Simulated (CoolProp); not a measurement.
A simple Rankine cycle with water: condensing at 304.15 K, boiler at 15.8 MPa, turbine inlet 769.5 K, turbine efficiency 0.6, pump efficiency 0.8, no recuperator. Each further row changes one setting.

Model: reference Helmholtz-energy equation of state, Wagner 2002, in CoolProp.

```csv
case,thermal efficiency (%),net work (kJ/kg),heat in (kJ/kg),turbine exit temperature (K),volume ratio over the turbine
as stated,?,808,3140,304.1,1540
turbine inlet 789.5 K,?,?,3200,304.1,?
condensing temperature 296.15 K,26.4,837,?,296.2,?
boiler pressure 11.1 MPa,?,?,3210,304.1,1060
turbine efficiency 0.5,21.4,670,3140,326.1,1720
```

What belongs in the gaps?


- as stated, thermal efficiency (%): 25.8
- turbine inlet 789.5 K, thermal efficiency (%): 25.9
- turbine inlet 789.5 K, net work (kJ/kg): 830
- turbine inlet 789.5 K, volume ratio over the turbine: 1500
- condensing temperature 296.15 K, heat in (kJ/kg): 3170
- condensing temperature 296.15 K, volume ratio over the turbine: 2380
- boiler pressure 11.1 MPa, thermal efficiency (%): 25.3
- boiler pressure 11.1 MPa, net work (kJ/kg): 811

The expansion ends wet for: as stated; turbine inlet 789.5 K; condensing temperature 296.15 K; boiler pressure 11.1 MPa.
